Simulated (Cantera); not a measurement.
Charge: 1 mol Al2O3, 0.62 mol H2, 32 mol N2, at 1348.15 K and 1100 Pa.

Cantera equilibrium calculation (NASA polynomials, part measured and part estimated; ideal gas, pure solids and liquids). Candidate condensed phases: Al, AlN, Al2O3, H2O; 35 gas species. Rates play no part.

Base state: N2 0.981, H2 0.0190 (mole fractions); condensed: Al2O3(s).

Problem. What changes in the equilibrium state with this change: temperature from 1348.15 K to 2098.15 K?

Solution. 
```json
[
 {"species": "N2", "before": "0.981", "after": "0.979"},
 {"species": "H2", "before": "0.0190", "after": "0.0169"},
 {"species": "H", "before": "3.05e-6", "after": "0.00382"},
 {"species": "Al", "before": "<1e-9", "after": "6.23e-5"},
 {"species": "H2O", "before": "4.43e-8", "after": "0.000106"},
 {"species": "Al2O3(s), mol", "before": "1.00", "after": "0.999"}
]
```
